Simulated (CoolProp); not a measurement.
Vapour-liquid equilibrium of propane (1) + R152A (2) at 8.46 bar; x and y are mole fractions of (1).

Computed with CoolProp (multi-fluid Helmholtz-energy mixture model, Lemmon 2009 and Outcalt 1996; pair parameters Bell 2016).

Task: Give the bubble temperature and the first vapour's composition at x = 0.425, 0.5, 0.875. Is there an azeotrope?

Result: x = 0.425: 291.1 K, y = 0.574; x = 0.5: 290.2 K, y = 0.611; x = 0.875: 290.2 K, y = 0.828. y crosses x between x = 0.65 and 0.725: the model has an azeotrope there.

Pair parameters are fitted to limited data, so mixtures are less certain than the pure fluids.
